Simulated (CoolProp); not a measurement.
Dodecamethylcyclohexasiloxane (D6) at several states: fugacity coefficient from the reference equation and from simpler models built on Tc = 645.8 K, pc = 961.4 kPa, ω = 0.736; each cubic takes its own stable root.

Values from CoolProp's reference Helmholtz-energy equation of state, Colonna 2008. It is a short technical equation, of lower accuracy than the large ones.

```json
[
 {"T (K)": "500.9", "p (kPa)": "277", "phase": "liquid", "reference": "0.2364", "van der Waals": "0.8440", "Redlich-Kwong": "0.5993", "Soave-Redlich-Kwong": "0.2433", "Peng-Robinson": "0.2446"},
 {"T (K)": "554.2", "p (kPa)": "2930", "phase": "liquid", "reference": "0.09146", "van der Waals": "0.2324", "Redlich-Kwong": "0.1593", "Soave-Redlich-Kwong": "0.09852", "Peng-Robinson": "0.09282"},
 {"T (K)": "603.1", "p (kPa)": "1890", "phase": "liquid", "reference": "0.2432", "van der Waals": "0.3710", "Redlich-Kwong": "0.3127", "Soave-Redlich-Kwong": "0.2629", "Peng-Robinson": "0.2499"},
 {"T (K)": "352.9", "p (kPa)": "2790", "phase": "liquid", "reference": "0.0001251", "van der Waals": "0.03577", "Redlich-Kwong": "0.004232", "Soave-Redlich-Kwong": "0.0001338", "Peng-Robinson": "0.0001526"}
]
```

At some of these states van der Waals gives the other phase, because its saturation line lies elsewhere.
